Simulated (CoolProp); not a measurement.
Vapour pressure (MPa) of octamethylcyclotetrasiloxane (D4): the reference equation beside estimates from Tc = 313.4 °C, pc = 1.347 MPa, ω = 0.598. Clausius-Clapeyron is anchored at 88.45 °C with a constant enthalpy of vaporisation of 48.26 kJ/mol.

Values from CoolProp's reference Helmholtz-energy equation of state, Thol 2015.

```json
[
 {"T (°C)": "88.45", "reference": "0.005322", "Clausius-Clapeyron": "0.005322", "van der Waals": "0.1367", "Soave-Redlich-Kwong": "0.005422", "Peng-Robinson": "0.005776"},
 {"T (°C)": "113.85", "reference": "0.01505", "Clausius-Clapeyron": "0.01526", "van der Waals": "0.1984", "Soave-Redlich-Kwong": "0.01513", "Peng-Robinson": "0.01571"},
 {"T (°C)": "139.35", "reference": "0.03616", "Clausius-Clapeyron": "0.03857", "van der Waals": "0.2767", "Soave-Redlich-Kwong": "0.03618", "Peng-Robinson": "0.03691"},
 {"T (°C)": "164.75", "reference": "0.07597", "Clausius-Clapeyron": "0.08725", "van der Waals": "0.3723", "Soave-Redlich-Kwong": "0.07615", "Peng-Robinson": "0.07666"},
 {"T (°C)": "190.25", "reference": "0.1444", "Clausius-Clapeyron": "0.1809", "van der Waals": "0.4875", "Soave-Redlich-Kwong": "0.1454", "Peng-Robinson": "0.1451"},
 {"T (°C)": "215.65", "reference": "0.2523", "Clausius-Clapeyron": "0.3469", "van der Waals": "0.6224", "Soave-Redlich-Kwong": "0.2558", "Peng-Robinson": "0.2539"},
 {"T (°C)": "241.05", "reference": "0.4134", "Clausius-Clapeyron": "0.6237", "van der Waals": "0.7786", "Soave-Redlich-Kwong": "0.4215", "Peng-Robinson": "0.4175"},
 {"T (°C)": "266.55", "reference": "0.6455", "Clausius-Clapeyron": "1.063", "van der Waals": "0.9577", "Soave-Redlich-Kwong": "0.6600", "Peng-Robinson": "0.6541"}
]
```

Absolute difference from the reference over all 8 rows, mean and median: Clausius-Clapeyron 25.2 and 20.1 %, van der Waals 657.9 and 313.8 %, Soave-Redlich-Kwong 1.1 and 1.0 %, Peng-Robinson 2.4 and 1.2 %.
